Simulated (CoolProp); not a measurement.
Vapour-liquid equilibrium of fluoroethane (R161) (1) + R134a (2) at 1.88 MPa; x and y are mole fractions of (1).

Computed with CoolProp (multi-fluid Helmholtz-energy mixture model, Wu 2012 and Tillner-Roth 1994; pair parameters Bell 2016).

```csv
x,bubble temperature (°C),y at the bubble point,dew temperature at overall composition x (°C),liquid density (mol/L)
0.05,64.4,0.055,64.4,10.20
0.125,63.8,0.137,63.9,10.41
0.2,63.2,0.220,63.4,10.63
0.275,62.5,0.301,62.7,10.85
0.35,61.8,0.382,62.1,11.08
0.425,61.0,0.462,61.4,11.32
0.5,60.2,0.540,60.6,11.56
0.575,59.3,0.617,59.8,11.81
0.65,58.4,0.691,58.9,12.06
0.725,57.5,0.763,58.0,12.32
0.8,56.4,0.832,56.9,12.59
0.875,55.4,0.898,55.8,12.86
0.95,54.3,0.960,54.5,13.14
```

No azeotrope shows between x = 0.05 and 0.95.

Pair parameters are fitted to limited data, so mixtures are less certain than the pure fluids.
